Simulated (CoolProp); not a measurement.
CF4 (R14) at several states: Z from the reference equation and from simpler models built on Tc = -45.8 °C, pc = 37.62 bar, ω = 0.178; each cubic takes its own stable root.

The numbers come from the reference Helmholtz-energy equation of state, Platzer 1990 in CoolProp. This equation is an older, rougher fit; its heat capacities, sound speeds and derivatives of the liquid may be far off and weren't checked against measurements.

```
T (°C)   p (bar)          phase  reference  van der Waals  Soave-Redlich-Kwong  Peng-Robinson
-------  -------  -------------  ---------  -------------  -------------------  -------------
-123.05     1.65         liquid   0.007381         0.9647             0.007541       0.006667
-48.55     0.531            gas     0.9950         0.9957               0.9950         0.9944
-102.95      2.1            gas     0.9534         0.9662               0.9529         0.9502
-90.85     0.335            gas     0.9942         0.9955               0.9940         0.9936
-4.25        156  supercritical     0.6428         0.7464               0.6818         0.6254
```

At some of these states van der Waals gives the other phase, because its saturation line lies elsewhere.
